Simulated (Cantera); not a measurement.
A Cantera script and what it prints.

```python
import numpy as np
import cantera as ct

gas_names = [...]  # 110 gases of nasa_gas.yaml made of C, H, O
cond_names = """
    C(gr) C6H6(L) C7H8(L) C8H18(L),n-octa H2O(s) H2O(L)
""".split()


# ... load() reads the species with a 1 bar reference pressure and builds the phases ...
atoms = {
    'C2H2': {'C': 2, 'H': 2},
    'H2O': {'H': 2, 'O': 1},
    'H2': {'H': 2},
}
top_T = {'C(gr)': 4500}  # K; cautious upper limits of use, not melting points


# ... equilibrate(T, P, feed) seeds the gas with the atoms and calls Mixture.equilibrate('TP', solver="vcs", rtol=1e-11, max_steps=5000) ...
results = []
feed = {'C2H2': 1, 'H2O': 0.4, 'H2': 63}  # mol
T = 1323.15  # K
P = 57  # Pa
mix = equilibrate(T, P, feed)
results.append((T, P, feed, dict(zip(mix.species_names, mix.species_moles))))
x = sorted(zip(gas.X, gas.species_names), reverse=True)
print(f"T = {T:g} K  P = {P:g} Pa  gas = {mix.phase_moles(0):.4g} mol")
print("   x: " + "  ".join(f"{s} {v:.3e}" for v, s in x if v > 0.001))
print("   condensed (mol): " + ("  ".join(f"{mix.phase(i).name} {mix.phase_moles(i):.4g}"
      for i in range(1, mix.n_phases) if mix.phase_moles(i) > 1e-12) or "none"))
```

Output:

```
T = 1323.15 K  P = 57 Pa  gas = 64.8 mol
   x: H2 9.938e-01  CO 6.173e-03
   condensed (mol): C(gr) 1.6
```

Cantera equilibrium calculation (NASA polynomials, part measured and part estimated; ideal gas, pure solids and liquids).
